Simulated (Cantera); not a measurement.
**Adiabatic ignition**

An adiabatic, constant-volume homogeneous reactor starts with 22.2 % CH3OH, 15.8 % O2, 59.6 % N2, 2.44 % H2O, equivalence ratio 2.1, at 1250 K and 1.40 bar.

Cantera simulation using GRI-Mech 3.0 (53 species, 325 reactions); the numbers are that mechanism's predictions, not measurements. GRI-Mech 3.0 was tuned for natural gas; its chemistry of methanol as a main component is partial and can be far from experiment.

```csv
t (s),T (K),P (bar),x CH3OH,x O2,x H2O,x NO,x CH3,x CH4
5.00e-6,1250,1.40,0.222,0.158,0.0244,<1e-12,9.99e-8,2.62e-8
1.14e-5,1250,1.40,0.222,0.158,0.0244,<1e-12,1.73e-7,1.13e-7
2.60e-5,1250,1.40,0.222,0.158,0.0244,<1e-12,2.35e-7,4.14e-7
5.95e-5,1250,1.40,0.222,0.158,0.0244,<1e-12,2.50e-7,1.22e-6
0.000136,1250,1.40,0.222,0.158,0.0244,<1e-12,2.43e-7,3.04e-6
0.000310,1250,1.40,0.221,0.158,0.0244,<1e-12,2.28e-7,7.02e-6
0.000707,1250,1.40,0.221,0.158,0.0245,<1e-12,2.02e-7,1.53e-5
0.00161,1253,1.40,0.220,0.157,0.0253,<1e-12,1.49e-7,3.12e-5
0.00368,2636,3.82,<1e-12,9.55e-5,0.224,0.000244,4.08e-11,3.74e-11
0.00841,2635,3.82,<1e-12,9.39e-5,0.224,0.000461,4.12e-11,3.79e-11
0.0192,2635,3.82,<1e-12,9.39e-5,0.224,0.000467,4.12e-11,3.79e-11
0.0438,2635,3.82,<1e-12,9.39e-5,0.224,0.000467,4.12e-11,3.79e-11
0.100,2635,3.82,<1e-12,9.39e-5,0.224,0.000467,4.12e-11,3.79e-11
```
x: mole fraction; the columns are a selection and need not sum to one.

```yaml
time_of_steepest_temperature_rise: 2.47 ms
temperature at 0.100 s: 2635 K
equilibrium_temperature: 2635 K
x(CH3OH) at 0.100 s: <1e-12 (gas-phase equilibrium <1e-12)
x(O2) at 0.100 s: 9.39e-5 (gas-phase equilibrium 9.39e-5)
x(H2O) at 0.100 s: 0.224 (gas-phase equilibrium 0.224)
```
